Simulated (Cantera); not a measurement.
Feed: 1 mol acetone, a varied amount of H2, at 0.133 bar.

Equilibrium computed with Cantera from the NASA thermochemical tables; the gas is ideal and each condensed phase is pure. Candidate condensed phases: C, C6H6, C7H8, C8H18, H2O; 110 gas species. The feed counts by its element totals alone. Equilibrium is a limit: real reactors are often held back by kinetics, nucleation or transport.

Stable condensed phases, one row left out:

```
T in K \ n(H2) in mol
         1.8 2.8 4.6 7.4  12  19  31  49  79
   2800    A   A   A   A   A   A   B   B   B
   2750    A   A   A   A   A   A   A   B   B
   2650    A   A   A   A   A   A   A   A   B
   2600    A   A   A   A   A   A   A   A   B
   2550    A   A   A   A   A   A   A   A   B
   2500    A   A   A   A   A   A   A   A   A
   2450    A   A   A   A   A   A   A   A   A
   2400    A   A   A   A   A   A   A   A   A
   2350    A   A   A   A   A   A   A   A   A
```

A: C; B: gas only.

Problem. Give the row for 2700 K.

Solution. 1.8: C; 2.8: C; 4.6: C; 7.4: C; 12: C; 19: C; 31: C; 49: gas only; 79: gas only.
